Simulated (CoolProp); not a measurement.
The fluid at 438.59 K and 0.293 MPa flows at 6.5 m/s in a round tube of 6 mm bore and 45 µm roughness, fully developed (64/Re and Nu = 3.66 if laminar; Colebrook and Gnielinski if turbulent). The same conditions are run with several fluids, on thermodynamics alone (safety and materials aside).

The numbers come from the reference Helmholtz-energy equation of state of each fluid (R13: Platzer 1990; n-pentane: Thol 2019; R404A: Lemmon 2003; R227EA: Lemmon 2016; R142b: Lemmon 2006) in CoolProp. The equations of Platzer and Polt are older, rougher fits. Blends and air are pseudo-pure fits.

Task: Rank R13, n-pentane, R404A, R227EA, R142b by Reynolds number, highest first.

Result: R227EA (32000), n-pentane (24000), R142b (21100), R404A (17500), R13 (16300)

```csv
fluid,Darcy friction factor,pressure drop (Pa/m),heat-transfer coefficient (W/(m² K)),mass flow (kg/h)
R13,0.0384,1140,234,5.59
n-pentane,0.0373,791,487,3.99
R404A,0.0382,1070,288,5.25
R227EA,0.0366,1800,493,9.22
R142b,0.0376,1090,306,5.45
```

Transport values come from each fluid's own correlations; those of R13, n-pentane, R227EA, R142b are estimates that may be off by 10 % or more.
